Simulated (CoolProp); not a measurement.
Vapour-liquid equilibrium of C2F6 (R116) (1) + R22 (2) at -37.35 °C; x and y are mole fractions of (1).

Computed with CoolProp (multi-fluid Helmholtz-energy mixture model, Lemmon 2006 and Kamei 1995; pair parameters Bell 2016).

| x | bubble pressure (MPa) | y at the bubble point | dew pressure at overall composition x (MPa) | liquid density (mol/L) |
|---|---|---|---|---|
| 0.05 | 0.2327 | 0.496 | 0.1251 | 15.76 |
| 0.2 | 0.4111 | 0.730 | 0.1483 | 14.57 |
| 0.35 | 0.4748 | 0.777 | 0.1819 | 13.49 |
| 0.5 | 0.5061 | 0.802 | 0.2347 | 12.53 |
| 0.65 | 0.5334 | 0.831 | 0.3282 | 11.68 |
| 0.8 | 0.5628 | 0.877 | 0.5035 | 10.95 |
| 0.95 | 0.5885 | 0.960 | 0.5867 | 10.34 |

No azeotrope shows between x = 0.05 and 0.95.

The pair parameters rest on a limited set of measurements; away from them the model extrapolates. With so large a gap from Raoult's law the liquid may split in two, which this calculation doesn't test in full.
